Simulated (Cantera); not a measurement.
A closed system holds: 1 mol MgCO3, 5.4 mol CO2, at 100000 Pa.

These are equilibrium values from Cantera (NASA tables, ideal gas, pure condensed phases), not measurements of a reactor. Candidate condensed phases: C, Mg, MgCO3, MgO; 15 gas species. Rates play no part.

Q: Which condensed phases are stable at each of these points (T (°C)): 377, 427, 477, 527, 577, 627, 677, 727?

A: 
```
T (°C)  condensed phases  Mg condensed (%)
------  ----------------  ----------------
377             MgCO3(s)             100.0
427               MgO(s)             100.0
477               MgO(s)             100.0
527               MgO(s)             100.0
577               MgO(s)             100.0
627               MgO(s)             100.0
677               MgO(s)             100.0
727               MgO(s)             100.0
```

At 377 °C the condensed part is MgCO3(s). From 427 °C to 727 °C the condensed part is MgO(s).
